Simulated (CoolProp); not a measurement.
cis-2-butene along the isobar 54.7 bar: Z from the reference equation and from simpler models built on Tc = 435.8 K, pc = 42.36 bar, ω = 0.202; each cubic takes its own stable root.

Model: reference Helmholtz-energy equation of state, Lemmon 2005, in CoolProp. It is a short technical equation, of lower accuracy than the large ones.

```tsv
T (K)	phase	reference
149.6	liquid	0.3178
166	liquid	0.2927
182.4	liquid	0.2724
198.8	liquid	0.2556
215.2	liquid	0.2416
231.5	liquid	0.2299
247.9	liquid	0.2200
264.3	liquid	0.2117
280.7	liquid	0.2047
297	liquid	0.1990
```

Q: How far does each simpler model (Redlich-Kwong, Peng-Robinson) lie from the reference over these 10 states: mean and median of the absolute difference, and the worst?

A: 
- Redlich-Kwong: mean 10.3 %, median 10.0 %, worst +11.8 % at 149.6 K and 54.7 bar
- Peng-Robinson: mean 3.2 %, median 3.6 %, worst -4.7 % at 297 K and 54.7 bar
